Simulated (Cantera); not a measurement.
# Low-pressure radical oxidation in H2/O2

An isothermal, constant-pressure homogeneous reactor starts with H₂ : O₂ = 0.079 : 1 (molar parts), at 1223 K and 0.00210 bar.

Cantera simulation using the H2/O2 subset of GRI-Mech 3.0, which has no nitrogen chemistry; the numbers are that mechanism's predictions, not measurements. Radical loss at walls, strong at low pressure, is not modelled. The temperature is held fixed by assumption; the heat of reaction is taken as removed at once.

```
t (s)         x H₂   x O₂       x O    x H₂O₂      x H
--------  --------  -----  --------  --------  -------
0.000100    0.0732  0.927  2.53e-10    <1e-12  1.28e-9
0.000501    0.0732  0.927   4.65e-9  2.14e-12  5.46e-9
0.00251     0.0732  0.927   2.32e-7  5.33e-11  1.50e-7
0.0126      0.0113  0.883    0.0309   4.79e-8   0.0178
0.0632     0.00160  0.873    0.0444   1.85e-8   0.0141
0.317      0.00134  0.883    0.0359   1.94e-8   0.0104
1.59      0.000572  0.908    0.0143   1.99e-8  0.00266
7.96       5.43e-5  0.922   0.00131   1.08e-8  7.47e-5
39.9       3.11e-6  0.924   7.51e-5   2.53e-9  1.02e-6
200        2.84e-7  0.924   6.87e-6  4.74e-10  2.83e-8
```
x: mole fraction; the columns are a selection and need not sum to one.

Equilibrium at this temperature and pressure: H₂ 3.53e-8, O₂ 0.924, O 8.53e-7, H₂O₂ 9.82e-11, H 1.24e-9 (gas phase only).
